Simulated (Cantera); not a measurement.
Cantera run:

```python
import numpy as np
import cantera as ct

gas_names = """
    CL CL2 H HCL H2 N NH NH2 NH3 N2 N2H2 N2H4 Si SiCL SiCL2 SiCL3 SiCL4 SiH SiHCL3 SiH2 SiH2CL2 SiH3
    SiH3CL SiH4 SiN Si2 Si2N Si3
""".split()
cond_names = """
    NH4CL(a) NH4CL(b) Si(cr) Si(L) Si3N4(a)
""".split()


# ... load() reads the species with a 1 bar reference pressure and builds the phases ...
atoms = {
    'SiCl4': {'Si': 1, 'CL': 4},
    'N2': {'N': 2},
    'NH3': {'N': 1, 'H': 3},
}
top_T = {'Si3N4(a)': 2400}  # K; cautious upper limits of use, not melting points


# ... equilibrate(T, P, feed) seeds the gas with the atoms and calls Mixture.equilibrate('TP', solver="vcs", rtol=1e-11, max_steps=5000) ...
results = []
feed = {'SiCl4': 1, 'N2': 16, 'NH3': 2.5}  # mol
T = 700  # K
P = 13000  # Pa
mix = equilibrate(T, P, feed)
results.append((T, P, feed, dict(zip(mix.species_names, mix.species_moles))))
x = sorted(zip(gas.X, gas.species_names), reverse=True)
print(f"T = {T:g} K  P = {P:g} Pa  gas = {mix.phase_moles(0):.4g} mol")
print("   x: " + "  ".join(f"{s} {v:.3e}" for v, s in x if v > 1e-06))
print("   condensed (mol): " + ("  ".join(f"{mix.phase(i).name} {mix.phase_moles(i):.4g}"
      for i in range(1, mix.n_phases) if mix.phase_moles(i) > 1e-12) or "none"))
```

Output:

```
T = 700 K  P = 13000 Pa  gas = 22.21 mol
   x: N2 7.573e-01  HCL 1.153e-01  H2 1.111e-01  SiCL4 1.618e-02  NH3 3.925e-05  SiHCL3 3.186e-06
   condensed (mol): Si3N4(a) 0.2135
```

These are equilibrium values from Cantera (NASA tables, ideal gas, pure condensed phases), not measurements of a reactor.
